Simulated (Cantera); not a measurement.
A closed system holds: 1 mol CuF2, 0.38 mol H2, at 1.90 mbar.

These are equilibrium values from Cantera (NASA tables, ideal gas, pure condensed phases), not measurements of a reactor. Candidate condensed phases: Cu, CuF2; 15 gas species. Mutual solubility and eutectic melting of coexisting phases are not modelled. The numbers say what is thermodynamically allowed, not how fast it happens.

**Question.** What share of the Cu ends up in condensed phases as a function of T (K), at 600, 750, 900, 1050, 1200, 1350, 1500, 1650?

**Answer.** 
```csv
T (K),Cu condensed (%),as
600,100.0,Cu(s) + CuF2(s)
750,100.0,Cu(s) + CuF2(s)
900,100.0,Cu(s) + CuF2(s)
1050,95.6,Cu(s) + CuF2(s)
1200,5.8,Cu(s)
1350,0.0,-
1500,0.0,-
1650,0.0,-
```
